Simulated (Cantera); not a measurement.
A closed system holds: 1 mol Ta(OEt)5, 1.9 mol CH4, equilibrated at 1200 Pa.

These are equilibrium values from Cantera (NASA tables, ideal gas, pure condensed phases), not measurements of a reactor. Candidate condensed phases: C, C6H6, C7H8, C8H18, H2O, Ta, TaC, Ta2O5; 113 gas species. The feed counts by its element totals alone. TaC: taken at fixed stoichiometry. Condensed phases not in the tables: Ta2C. Rates play no part.

At 2425 K, list the 5 most abundant gas species with their mole fractions, and the condensed phases.

H2 0.644, CO 0.219, H 0.131, C2H2 (acetylene) 0.00503, C2H 6.24e-5. Condensed: C(graphite) + TaC(s).
